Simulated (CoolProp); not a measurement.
Aqueous magnesium chloride as a coolant, at -14 °C, 1 atm.

The numbers come from the Melinder's fits for secondary coolants in CoolProp.

| mass % | freezing point (°C) | conductivity (W/(m K)) | Prandtl number | cp (kJ/(kg K)) | viscosity (mPa s) |
|---|---|---|---|---|---|
| 16.1 | -19.1 | 0.501 | ___ | 3.205 | 6.24 |
| 19.5 | -27.3 | 0.492 | ___ | 3.039 | 7.73 |
| 22.9 | ___ | ___ | 108 | 2.893 | 17.8 |
| 26.4 | -60.0 | 0.445 | 1630 | ___ | 262 |
| 29.8 | -97.1 | 0.380 | 1050000 | 2.666 | 149000 |

Problem. Complete the blanks.

Solution. 
- 16.1, Prandtl number: 40.0
- 19.5, Prandtl number: 47.7
- 22.9, freezing point (°C): -39.2
- 22.9, conductivity (W/(m K)): 0.478
- 26.4, cp (kJ/(kg K)): 2.768
